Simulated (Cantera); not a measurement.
Input: 1 mol (CH₃)₂SiCl₂, 720 mol H₂, at 923.15 K and 11000 Pa.

These are equilibrium values from Cantera (NASA tables, ideal gas, pure condensed phases), not measurements of a reactor. Candidate condensed phases: C, C₆H₆, C₇H₈, C₈H₁₈, Si, SiC; 109 gas species. The feed counts by its element totals alone. Kinetics and transport are ignored.

What is the equilibrium state?


```
Quantity                                   Result
--------------------------------------  ---------
x(H₂)                                       0.996
x(HCl)                                    0.00275
x(CH₄)                                    0.00139
x(SiHCl₃)                                 2.22e-6
x(SiCl₄)                                  1.72e-6
n(SiC(s))                               0.997 mol
gas amount                              723.0 mol
log10 activity of C(graphite) (absent)      -1.26
log10 activity of Si(s) (absent)            -2.47
```
